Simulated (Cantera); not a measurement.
Charge: 1 mol CaCl2, 3.2 mol O2, 67 mol H2, equilibrated at 1550 K and 0.680 Pa.

Cantera equilibrium calculation (NASA polynomials, part measured and part estimated; ideal gas, pure solids and liquids). Condensed phases not in the tables: oxide chlorides. Equilibrium is a limit: real reactors are often held back by kinetics, nucleation or transport.

```json
[
 {"species": "H2", "before": "0.880", "after": "0.930"},
 {"species": "H2O", "before": "0.0810", "after": "0.0331"},
 {"species": "HCl", "before": "0.0249", "after": "0.0215"},
 {"species": "H", "before": "0.0113", "after": "0.0116"},
 {"species": "CaCl2", "before": "0.00204", "after": "0.00373"},
 {"species": "Ca", "before": "1.44e-5", "after": "3.72e-5"},
 {"species": "OH", "before": "3.51e-5", "after": "1.39e-5"},
 {"species": "CaCl", "before": "4.20e-5", "after": "9.13e-5"},
 {"species": "Cl", "before": "0.000255", "after": "0.000215"},
 {"species": "CaO(s), mol", "before": "0.857", "after": "0.736"}
]
```
Gas species are given as mole fractions.

Q: Which change was made?
A. H2 from 67 to 11 mol
B. temperature from 1550 K to 1573 K
C. O2 from 3.2 to 1.5 mol
D. O2 from 3.2 to 0.18 mol

A: C, O2 from 3.2 to 1.5 mol
